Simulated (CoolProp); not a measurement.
Values from CoolProp's reference Helmholtz-energy equation of state, Lemmon 2006. It is a short technical equation, of lower accuracy than the large ones.

### Question
For CH3F (R41), give the phase and the cp (kJ/(kg K)), Joule-Thomson coefficient (K/MPa), isothermal compressibility (1/MPa) at 6.85 °C and 82 bar.

### Answer
- 6.85 °C and 82 bar: liquid; cp 2.45, Joule-Thomson coefficient 0.171, isothermal compressibility 0.00690
